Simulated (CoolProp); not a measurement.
A Linde-Hampson liquefier for ethane: isothermal reversible compression at 320 K from 1 atm to 20 MPa, throttling to 1 atm, return gas leaving the recuperator 2 K below the feed. Each further row changes one setting.

The numbers come from the reference Helmholtz-energy equation of state, Bücker 2006 in CoolProp.

```csv
case,liquid yield per pass,compression work (kJ/kg of gas)
as stated,0.462,366
high pressure 40 MPa,0.458,414
warm-end temperature 350 K,0.377,429
warm-end gap 7 K,0.455,366
```
